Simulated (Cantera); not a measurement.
**Ignition delay**

Mixture: 19.2 % CO, 0.884 % H2, 0.595 % CH4, 13.7 % O2, 50.7 % N2, 14.6 % H2O, 0.307 % CO2, equivalence ratio 0.82, at 750 Torr, adiabatic and at constant volume. Ignition delay is the time to a rise of 400 K.

Cantera simulation using GRI-Mech 3.0 (53 species, 325 reactions); the numbers are that mechanism's predictions, not measurements. Where the delays flatten at high temperature, the 400 K rule measures the pace of heat release, not the induction time.

```json
[
 {"T0 (K)": "1298", "delay (ms)": "0.149"},
 {"T0 (K)": "1348", "delay (ms)": "0.117"},
 {"T0 (K)": "1398", "delay (ms)": "0.0968"},
 {"T0 (K)": "1448", "delay (ms)": "0.0823"},
 {"T0 (K)": "1498", "delay (ms)": "0.0717"},
 {"T0 (K)": "1548", "delay (ms)": "0.0637"},
 {"T0 (K)": "1598", "delay (ms)": "0.0576"},
 {"T0 (K)": "1648", "delay (ms)": "0.0529"},
 {"T0 (K)": "1698", "delay (ms)": "0.0493"}
]
```
